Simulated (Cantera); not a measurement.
A perfectly stirred reactor is fed with H2 : O2 : N2 : H2O = 1 : 0.521 : 1.96 : 0.2 (molar parts), equivalence ratio 0.96, at 1.00 atm; it is adiabatic with a 625 K inlet, and is followed from long to short residence time, starting on the burning branch (τ in s: 0.068, 0.02, 0.0061, 0.0018, 0.00054, 0.00016, 4.7e-05, 1.4e-05, 4.2e-06).

Computed with Cantera and the H2/O2 subset of GRI-Mech 3.0, which has no nitrogen chemistry.

One state of this run: T (K) = 2414; x H2 = 0.0158; x O2 = 0.0117; x H2O = 0.349; x O = 0.00126; x OH = 0.0111; x H2O2 = 2.29e-7; x HO2 = 2.66e-6. x: mole fraction; the columns are a selection and need not sum to one.

Task: Which value of τ (s) does it belong to?
(A) 4.7e-5
(B) 0.020
(C) 1.4e-5
(D) 4.2e-6

Result: B, 0.020
